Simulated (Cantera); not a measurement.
An adiabatic, constant-pressure homogeneous reactor starts with CH₄ : O₂ : N₂ = 1 : 2.7 : 10.2 (molar parts), equivalence ratio 0.74, at 1100 K and 3.00 bar. Integrator tolerance rtol = 1e-08.

Computed with Cantera and GRI-Mech 3.0 (53 species, 325 reactions).

```
quantity                                                              before                                    after
---------------------------------  -----------------------------------------  ---------------------------------------
time of steepest temperature rise                                    58.9 ms                                  67.4 ms
temperature at 2.00 s                                                 2455 K                                   2623 K
equilibrium temperature                                               2455 K                                   2623 K
x(CH₄) at 2.00 s                       <1e-12 (gas-phase equilibrium <1e-12)    <1e-12 (gas-phase equilibrium <1e-12)
x(O₂) at 2.00 s                        0.0462 (gas-phase equilibrium 0.0462)    0.0153 (gas-phase equilibrium 0.0153)
x(H) at 2.00 s                     0.000504 (gas-phase equilibrium 0.000504)  0.00221 (gas-phase equilibrium 0.00221)
x(CH₂CO) at 2.00 s                     <1e-12 (gas-phase equilibrium <1e-12)    <1e-12 (gas-phase equilibrium <1e-12)
x(NO) at 2.00 s                      0.00958 (gas-phase equilibrium 0.00958)  0.00720 (gas-phase equilibrium 0.00720)
```

Question: Which change was made?
A. CH4 1 to 1.3 parts
B. initial temperature 1100 to 1300 K
C. CH4 1 to 2.2 parts
D. pressure from 3.00 bar to 16.0 bar

Answer: A, CH4 1 to 1.3 parts
